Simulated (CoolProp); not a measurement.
n-decane at several states: fugacity coefficient from the reference equation and from simpler models built on Tc = 617.7 K, pc = 2101 kPa, ω = 0.488; each cubic takes its own stable root.

Computed with CoolProp (reference Helmholtz-energy equation of state, Lemmon 2006). It is a short technical equation, of lower accuracy than the large ones.

| T (K) | p (kPa) | phase | reference |
|---|---|---|---|
| 485.4 | 22.3 | gas | 0.9904 |
| 585.3 | 274 | gas | 0.9432 |
| 382.3 | 96.4 | liquid | 0.1400 |
| 345.1 | 33 | liquid | 0.08437 |
| 427.1 | 793 | liquid | 0.07462 |
| 262.8 | 220 | liquid | 4.795e-5 |

### Question
How far does each simpler model (Redlich-Kwong, Peng-Robinson) lie from the reference over these 6 states: mean and median of the absolute difference, and the worst?

### Answer
- Redlich-Kwong: mean 766.4 %, median 248.2 %, worst +3510.0 % at 262.8 K and 220 kPa
- Peng-Robinson: mean 6.4 %, median 2.3 %, worst +28.0 % at 262.8 K and 220 kPa
